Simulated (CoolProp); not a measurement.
R11 at 298.15 K and 2.45 MPa flows at 0.46 m/s in a round tube of 20 mm bore and 45 µm roughness, fully developed (64/Re and Nu = 3.66 if laminar; Colebrook and Gnielinski if turbulent). Each further row changes one setting.

Model: reference Helmholtz-energy equation of state, Jacobsen 1992, in CoolProp.

```tsv
case	Reynolds number	Darcy friction factor	pressure drop (Pa/m)	heat-transfer coefficient (W/(m² K))	mass flow (kg/h)
as stated	30700	0.0285	224	900	771
velocity 0.92 m/s	61400	0.0266	834	1740	1540
diameter 40 mm	61400	0.0237	93.1	802	3090
```

Viscosity comes from a separate model (Klein 1997), an estimate that may be off by 10 % or more. Thermal conductivity comes from a separate model (McLinden 2000), an estimate that may be off by 10 % or more.
